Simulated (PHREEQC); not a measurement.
Dissolve 23 mmol/kgw HF, 8.5 mmol/kgw NH4F and 12 mmol/kgw AlCl3 at 25 °C. Closed to the air; pH follows from the charge balance.

All values are PHREEQC results (ion-association model, wateq4f.dat), not measurements.

This is a speciation only: nothing precipitates in the calculation.

Q: What pH, ionic strength does the model give?

A: pH 1.74; ionic strength 0.0366 mol/kgw.

Q: In which forms is Al present?

A: AlF2+ 53 %, AlF3 43 %, AlF+2 2.3 %, AlF4- 1.6 % of the Al.

Fluoro complexes past AlF4- and FeF3 are missing from the database.
